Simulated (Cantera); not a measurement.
An adiabatic, constant-volume homogeneous reactor starts with CH3OH : O2 : N2 : H2O = 1 : 1.58 : 5.94 : 0.17 (molar parts), at 1250 K and 0.868 atm. Integrator tolerance rtol = 1e-08.

Model: GRI-Mech 3.0 (53 species, 325 reactions), integrated in Cantera. GRI-Mech 3.0 was tuned for natural gas; its chemistry of methanol as a main component is partial and can be far from experiment.

```
quantity                                                          before                                  after
---------------------------------  -------------------------------------  -------------------------------------
time of steepest temperature rise                                4.53 ms                                1.50 ms
temperature at 9.00 s                                             2768 K                                 2866 K
equilibrium temperature                                           2768 K                                 2866 K
x(CH3OH) at 9.00 s                 <1e-12 (gas-phase equilibrium <1e-12)  <1e-12 (gas-phase equilibrium <1e-12)
x(O2) at 9.00 s                    0.0244 (gas-phase equilibrium 0.0244)  0.0213 (gas-phase equilibrium 0.0213)
x(H2O) at 9.00 s                     0.196 (gas-phase equilibrium 0.196)    0.203 (gas-phase equilibrium 0.203)
x(CO2) at 9.00 s                   0.0660 (gas-phase equilibrium 0.0660)  0.0709 (gas-phase equilibrium 0.0709)
x(CH2CO) at 9.00 s                 <1e-12 (gas-phase equilibrium <1e-12)  <1e-12 (gas-phase equilibrium <1e-12)
```

Problem. Which change was made?
A) initial temperature 1250 to 998 K
B) pressure from 0.868 atm to 3.16 atm
C) pressure from 0.868 atm to 0.987 atm
D) O2 1.58 to 0.8 parts

Solution. B, pressure from 0.868 atm to 3.16 atm
